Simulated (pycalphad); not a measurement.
An equivalent pycalphad script:

```python
from pycalphad import Database, equilibrium, calculate, variables as v
import numpy as np
db = Database('COST507.tdb')
comps = ['TI', 'C', 'VA']
phases = ['BCC_A2', 'FCC_A1', 'GRAPHITE', 'HCP_A3', 'LIQUID']
eq = equilibrium(db, comps, phases, {v.X('C'): 0.743, v.T: np.arange(3300, 499, -75), v.P: 101325, v.N: 1}, output=['HM', 'SM'])
```

All values are pycalphad results on the COST 507 light-alloy database (1999) (1 atm), not direct measurements. These are 1990s assessments: newer ones move some temperatures and phases. Phase fractions are per mole of atoms. Kinetics are ignored, which matters at the lower temperatures.

Results at three of the temperatures:

```
T = 1950.00 K, P = 101325 Pa, N = 1 mol of atoms
G = -105808 J/mol, H = -9767 J/mol, S = 49.25 J/(mol K)  (SER reference)
chemical potentials (J/mol): Ti -284602, C -43964
phase             fraction      x(Ti)       x(C)
FCC_A1              0.5038     0.5101     0.4899
GRAPHITE            0.4962       none     1.0000
```

```
T = 1500.00 K, P = 101325 Pa, N = 1 mol of atoms
G = -85159 J/mol, H = -21751 J/mol, S = 42.27 J/(mol K)  (SER reference)
chemical potentials (J/mol): Ti -252409, C -27309
phase             fraction      x(Ti)       x(C)
FCC_A1              0.5050     0.5089     0.4911
GRAPHITE            0.4950       none     1.0000
```

```
T = 1350.00 K, P = 101325 Pa, N = 1 mol of atoms
G = -79019 J/mol, H = -25605 J/mol, S = 39.57 J/(mol K)  (SER reference)
chemical potentials (J/mol): Ti -242591, C -22439
phase             fraction      x(Ti)       x(C)
FCC_A1              0.5053     0.5086     0.4914
GRAPHITE            0.4947       none     1.0000
```

Changes of the phase set, refined by bisection:

| T (K) | phases above | phases below |
|---|---|---|
| 3044.1 | graphite + liquid | fcc + graphite |

FCC_A1 is fcc. An entry "none" or "no" means that the model of the phase leaves that element out. The fcc model also describes the rock-salt carbide or nitride (TiC, TiN, HfC).
